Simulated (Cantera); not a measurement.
What does this Cantera script print?

```python
import numpy as np
import cantera as ct

gas_names = """
    H HNO HNO2 HNO3 HO2 H2 H2O H2O2 H2S H2SO4 N NH NH2 NH3 NH2OH NO NO2 NO3 N2 N2H2 N2H4 N2O O OH O2 O3
    S SH SN SO SO2 SO3 S2 S2O S8
""".split()
cond_names = """
    H2O(s) H2O(L) H2SO4(L) S(cr1) S(cr2) S(L)
""".split()


# ... load() reads the species with a 1 bar reference pressure and builds the phases ...
atoms = {
    'H2O': {'H': 2, 'O': 1},
    'SO2': {'S': 1, 'O': 2},
    'N2': {'N': 2},
    'H2': {'H': 2},
}
top_T = {}  # K; cautious upper limits of use, not melting points


# ... equilibrate(T, P, feed) seeds the gas with the atoms and calls Mixture.equilibrate('TP', solver="vcs", rtol=1e-11, max_steps=5000) ...
results = []
feed = {'H2O': 1, 'SO2': 0.0059, 'N2': 9.6, 'H2': 0.45}  # mol
T = 3148  # K
for P in [10, 65, 420, 2700, 17000, 110000, 720000, 4700000, 30000000]:
    mix = equilibrate(T, P, feed)
    results.append((T, P, feed, dict(zip(mix.species_names, mix.species_moles))))
    x = sorted(zip(gas.X, gas.species_names), reverse=True)
    print(f"T = {T:g} K  P = {P:g} Pa  gas = {mix.phase_moles(0):.4g} mol")
    print("   x: " + "  ".join(f"{s} {v:.3e}" for v, s in x if v > 0.0001))
    print("   condensed (mol): " + ("  ".join(f"{mix.phase(i).name} {mix.phase_moles(i):.4g}"
          for i in range(1, mix.n_phases) if mix.phase_moles(i) > 1e-12) or "none"))
```

Result:

```
T = 3148 K  P = 10 Pa  gas = 13.53 mol
   x: N2 7.077e-01  H 2.141e-01  O 7.422e-02  N 2.910e-03  NO 4.733e-04  S 4.351e-04
   condensed (mol): none
T = 3148 K  P = 65 Pa  gas = 13.51 mol
   x: N2 7.097e-01  H 2.134e-01  O 7.323e-02  NO 1.192e-03  N 1.143e-03  H2 4.991e-04  S 4.315e-04  OH 2.842e-04  O2 1.033e-04
   condensed (mol): none
T = 3148 K  P = 420 Pa  gas = 13.43 mol
   x: N2 7.133e-01  H 2.080e-01  O 6.947e-02  H2 3.063e-03  NO 2.883e-03  OH 1.698e-03  O2 6.008e-04  N 4.508e-04  S 4.081e-04
   condensed (mol): none
T = 3148 K  P = 2700 Pa  gas = 13.1 mol
   x: N2 7.295e-01  H 1.805e-01  O 5.653e-02  H2 1.483e-02  OH 7.706e-03  NO 6.015e-03  O2 2.557e-03  H2O 1.710e-03  S 3.161e-04  N 1.798e-04  SO 1.190e-04
   condensed (mol): none
T = 3148 K  P = 17000 Pa  gas = 12.36 mol
   x: N2 7.721e-01  H 1.137e-01  H2 3.706e-02  O 3.126e-02  OH 1.691e-02  H2O 1.488e-02  NO 8.586e-03  O2 4.923e-03  SO 2.289e-04  S 1.746e-04
   condensed (mol): none
T = 3148 K  P = 110000 Pa  gas = 11.67 mol
   x: N2 8.189e-01  H 5.065e-02  H2 4.757e-02  H2O 4.291e-02  OH 1.691e-02  O 1.085e-02  NO 7.809e-03  O2 3.840e-03  SO 2.519e-04  SO2 1.484e-04
   condensed (mol): none
T = 3148 K  P = 720000 Pa  gas = 11.3 mol
   x: N2 8.469e-01  H2O 6.740e-02  H2 4.586e-02  H 1.944e-02  OH 1.058e-02  NO 5.058e-03  O 2.702e-03  O2 1.557e-03  SO 2.271e-04  SO2 2.180e-04
   condensed (mol): none
T = 3148 K  P = 4.7e+06 Pa  gas = 11.15 mol
   x: N2 8.597e-01  H2O 8.100e-02  H2 4.275e-02  H 7.346e-03  OH 5.153e-03  NO 2.572e-03  O 5.336e-04  O2 3.966e-04  SO2 2.433e-04  SO 1.965e-04
   condensed (mol): none
T = 3148 K  P = 3e+07 Pa  gas = 11.09 mol
   x: N2 8.650e-01  H2O 8.701e-02  H2 4.106e-02  H 2.850e-03  OH 2.235e-03  NO 1.142e-03  SO2 2.159e-04  SO 1.560e-04
   condensed (mol): none
```

Cantera equilibrium calculation (NASA polynomials, part measured and part estimated; ideal gas, pure solids and liquids). The ideal-gas law is rough above about 30 bar.
